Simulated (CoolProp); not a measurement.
R1336mzz(E) at 293.15 K and 0.113 MPa is throttled through a valve to 0.0188 MPa with no heat exchange. Each further row changes one setting.

Values from CoolProp's reference Helmholtz-energy equation of state, Akasaka 2023.

```csv
case,temperature change (K),final density (kg/m³)
as stated,-2.5,1.29
outlet pressure 0.00564 MPa,-2.9,0.384
outlet pressure 0.0244 MPa,-2.4,1.67
```
